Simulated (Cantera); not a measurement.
# Thermodynamics of metals in furnace atmospheres, feed Pb + NH3 + N2 + H2S

Charge: 1 mol Pb, 1.9 mol NH3, 8 mol N2, 0.02 mol H2S, held at 1027 °C and 0.100 bar.

Cantera equilibrium calculation (NASA polynomials, part measured and part estimated; ideal gas, pure solids and liquids). Candidate condensed phases: Pb, PbS, S; 18 gas species. Equilibrium is a limit: real reactors are often held back by kinetics, nucleation or transport.

```json
{
  "x(N2)": "0.736",
  "x(H2)": "0.236",
  "x(Pb)": "0.0262",
  "x(PbS)": "0.00152",
  "x(H2S)": "0.000128",
  "x(Pb2)": "2.50e-6",
  "x(H)": "1.70e-6",
  "x(NH3)": "1.22e-6",
  "n(Pb(l))": "0.662 mol",
  "gas_amount": "12.16 mol",
  "log10 activity of S(l) (absent)": "-5.27"
}
```
